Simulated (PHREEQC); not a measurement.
A solution holds 0.91 mol H2SO4 and 0.16 mol H3BO3 per kg of water, at 25 °C. Closed to the air; pH follows from the charge balance.

The numbers come from PHREEQC with the Pitzer model, pitzer.dat.

```json
{
  "pH": "-0.05",
  "ionic_strength": "1.33 mol/kgw",
  "activity_of_water": "0.963",
  "density": "1.055 g/cm³",
  "osmotic_coefficient": "0.963",
  "total_alkalinity": "-1820 meq/kg"
}
```

| species | molality | activity | log γ |
|---|---|---|---|
| H+ | 1.12 | 1.12 | -0.002 |
| HSO4- | 0.699 | 0.488 | -0.156 |
| SO4-2 | 0.211 | 0.00459 | -1.663 |
| B(OH)3 | 0.160 | 0.161 | 0.003 |

This is a speciation only: nothing precipitates in the calculation. Species that the database lacks are ignored. In brines, pH and single-ion activities rest on the MacInnes convention.
